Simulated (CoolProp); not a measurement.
Vapour-liquid equilibrium of R22 (1) + R11 (2) at 278.8 K; x and y are mole fractions of (1).

Model: multi-fluid Helmholtz-energy mixture model, Kamei 1995 and Jacobsen 1992; pair parameters Bell 2016, in CoolProp.

```tsv
x	bubble pressure, mixture model (MPa)	bubble pressure, Raoult's law (MPa)	y, mixture model	y, Raoult's law
0.05	0.09405	0.07820	[?]	0.381
0.15	0.1687	0.1327	0.728	0.674
0.25	0.2313	0.1872	0.816	0.796
0.35	0.2855	0.2417	0.863	0.863
0.45	[?]	0.2963	0.895	0.905
0.55	[?]	0.3508	[?]	0.935
0.65	0.4243	0.4053	0.938	0.956
0.75	[?]	0.4598	0.956	0.972
0.85	[?]	0.5143	[?]	0.985
0.95	[?]	0.5688	0.991	0.996
```

Task: Some entries are withheld; supply them.

Result: 
- 0.05, y, mixture model: 0.476
- 0.45, bubble pressure, mixture model (MPa): 0.3341
- 0.55, bubble pressure, mixture model (MPa): 0.3797
- 0.55, y, mixture model: 0.918
- 0.75, bubble pressure, mixture model (MPa): 0.4696
- 0.85, bubble pressure, mixture model (MPa): 0.5172
- 0.85, y, mixture model: 0.973
- 0.95, bubble pressure, mixture model (MPa): 0.5685

The largest gap from Raoult's law is +27.1 % in bubble pressure, at x = 0.15. No azeotrope shows between x = 0.05 and 0.95.

The pair parameters rest on a limited set of measurements; away from them the model extrapolates.
